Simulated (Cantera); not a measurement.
Charge: 1 mol NF3, 0.85 mol H2, 0.0086 mol SO2, held at 13300 Pa.

These are equilibrium values from Cantera (NASA tables, ideal gas, pure condensed phases), not measurements of a reactor. Candidate condensed phases: H2O, H2SO4, S; 62 gas species. Kinetics and transport are ignored. All values below are at 2923 K.

Base state: HF 0.482, F 0.370, N2 0.142, O 0.00310, S 0.00146, H 0.000805, SO 0.000721, NO 0.000526 (mole fractions); condensed: gas only.

What changes in the equilibrium state with this change: NF3 replaced by CS2?


```tsv
species	before	after
CS	0	0.335
H2	5.62e-6	0.210
H	0.000805	0.155
HF	0.482	0
F	0.370	0
N2	0.142	0
CS2	0	0.0214
SH	1.82e-6	0.0370
S2	7.09e-6	0.0787
S	0.00146	0.154
CO	0	0.00624
H2S	<1e-9	0.00228
O	0.00310	2.27e-9
```
Further candidate phases: C, C6H6, C7H8, C8H18.
